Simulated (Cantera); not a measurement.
Input: 1 mol HgO, 0.079 mol H₂, equilibrated at 1448 K and 1.00 bar.

Cantera equilibrium calculation (NASA polynomials, part measured and part estimated; ideal gas, pure solids and liquids). Candidate condensed phases: H₂O, Hg, HgO; 10 gas species. The numbers say what is thermodynamically allowed, not how fast it happens.

Base state: Hg 0.650, O₂ 0.299, H₂O 0.0513, OH 3.83e-5 (mole fractions); condensed: gas only.

**Question.** What changes in the equilibrium state with this change: H₂ from 0.079 to 0.52 mol?

**Answer.** 
```tsv
species	before	after
Hg	0.650	0.568
H₂O	0.0513	0.295
O₂	0.299	0.136
OH	3.83e-5	7.55e-5
```
